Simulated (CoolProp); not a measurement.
Vapour pressure (MPa) of fluoroethane (R161): the reference equation beside estimates from Tc = 102.1 °C, pc = 5.010 MPa, ω = 0.216. Clausius-Clapeyron is anchored at -12.25 °C with a constant enthalpy of vaporisation of 19.00 kJ/mol.

Values from CoolProp's reference Helmholtz-energy equation of state, Wu 2012.

```
T (°C)  reference  Lee-Kesler  Clausius-Clapeyron  van der Waals  Redlich-Kwong  Soave-Redlich-Kwong  Peng-Robinson
------  ---------  ----------  ------------------  -------------  -------------  -------------------  -------------
-20.85     0.2061      0.2052              0.2118         0.8150         0.3088               0.2052         0.2056
-12.25     0.2855      0.2854              0.2855         0.9701         0.4136               0.2852         0.2845
-3.75      0.3852      0.3860              0.3764          1.141         0.5403               0.3859         0.3837
4.85       0.5110      0.5130              0.4894          1.333         0.6946               0.5133         0.5090
13.45      0.6654      0.6687              0.6263          1.544         0.8776               0.6700         0.6631
21.95      0.8498      0.8544              0.7880          1.773          1.089               0.8577         0.8477
30.55       1.073       1.078              0.9812          2.026          1.337                1.085          1.071
39.05       1.332       1.339               1.204          2.297          1.618                1.350          1.333
47.65       1.640       1.647               1.465          2.593          1.940                1.664          1.643
56.25       1.996       2.004               1.765          2.911          2.303                2.029          2.005
64.75       2.402       2.411               2.102          3.249          2.703                2.443          2.417
73.35       2.872       2.883               2.486          3.614          3.154                2.920          2.894
```

Absolute difference from the reference over all 12 rows, mean and median: Lee-Kesler 0.4 and 0.4 %, Clausius-Clapeyron 7.4 and 7.9 %, van der Waals 121.6 and 98.7 %, Redlich-Kwong 27.8 and 26.4 %, Soave-Redlich-Kwong 1.0 and 1.0 %, Peng-Robinson 0.4 and 0.3 %.
